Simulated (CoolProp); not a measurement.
Oxygen along the isotherm 160.4 K: Z from the reference equation and from simpler models built on Tc = 154.6 K, pc = 5.046 MPa, ω = 0.022; each cubic takes its own stable root.

The numbers come from the reference Helmholtz-energy equation of state, Schmidt 1985 in CoolProp.

```
p (MPa)          phase  reference  van der Waals  Redlich-Kwong  Peng-Robinson
-------  -------------  ---------  -------------  -------------  -------------
0.582              gas     0.9648         0.9679         0.9639         0.9597
1.16               gas     0.9279         0.9341         0.9264         0.9182
1.75               gas     0.8881         0.8974         0.8860         0.8739
2.33               gas     0.8462         0.8585         0.8439         0.8280
2.91               gas     0.8010         0.8161         0.7987         0.7794
3.49               gas     0.7515         0.7691         0.7495         0.7270
4.08               gas     0.6951         0.7143         0.6937         0.6684
4.66               gas     0.6307         0.6495         0.6306         0.6032
5.24     supercritical     0.5513         0.5626         0.5533         0.5250
5.82     supercritical     0.4396         0.4110         0.4471         0.4218
6.41     supercritical     0.3098         0.3555         0.3475         0.3243
6.99     supercritical     0.2877         0.3571         0.3275         0.3017
7.57     supercritical     0.2903         0.3677         0.3277         0.3001
```
